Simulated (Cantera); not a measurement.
Feed: 1 mol SiHCl3, 0.023 mol HCl, 32 mol N2, equilibrated at 1330 Pa.

These are equilibrium values from Cantera (NASA tables, ideal gas, pure condensed phases), not measurements of a reactor. Candidate condensed phases: NH4Cl, Si, Si3N4; 28 gas species. N2 is the only nitrogen source here; it is nearly inert below about 1500 K, so the nitride shown seldom forms there in practice. Kinetics and transport are ignored.

Question: Which condensed phases are stable at each of these points (T (K)): 923, 1023, 1123, 1223, 1323, 1423, 1523, 1623, 1723?

Answer: 
| T (K) | condensed phases | Si condensed (%) |
|---|---|---|
| 923 | Si3N4(s) | 46.9 |
| 1023 | Si3N4(s) | 47.3 |
| 1123 | Si3N4(s) | 47.4 |
| 1223 | Si3N4(s) | 46.5 |
| 1323 | Si3N4(s) | 40.7 |
| 1423 | Si3N4(s) | 22.5 |
| 1523 | Si3N4(s) | 0.2 |
| 1623 | gas only | 0.0 |
| 1723 | gas only | 0.0 |

From 923 K to 1523 K the condensed part is Si3N4(s). From 1623 K to 1723 K nothing is condensed.
